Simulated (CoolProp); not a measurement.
Vapour-liquid equilibrium of CH2F2 (R32) (1) + toluene (2) at 45.55 °C; x and y are mole fractions of (1).

The numbers come from the multi-fluid Helmholtz-energy mixture model, Tillner-Roth 1997 and Lemmon 2006; pair parameters Bell 2016 in CoolProp.

```
x     bubble pressure (kPa)  y at the bubble point  dew pressure at overall composition x (kPa)  liquid density (mol/L)
----  ---------------------  ---------------------  -------------------------------------------  ----------------------
0.05                  380.5                  0.971                                        10.67                   9.419
0.15                  995.1                  0.987                                        11.93                   9.996
0.25                   1430                  0.990                                        13.54                   10.62
0.35                   1706                  0.991                                        15.63                   11.30
0.45                   1868                  0.991                                        18.49                   12.04
0.55                   1969                  0.992                                        22.63                   12.84
0.65                   2059                  0.992                                        29.14                   13.70
0.75                   2174                  0.993                                        40.91                   14.60
0.85                   2351                  0.994                                        68.64                   15.51
0.95                   2632                  0.997                                        213.5                   16.33
```

No azeotrope shows between x = 0.05 and 0.95.

Pair parameters are fitted to limited data, so mixtures are less certain than the pure fluids. The gap from Raoult's law changes sign with composition, which may be real or a fault of the pair parameters; it wasn't checked against measurements. With so large a gap from Raoult's law the liquid may split in two, which this calculation doesn't test in full.
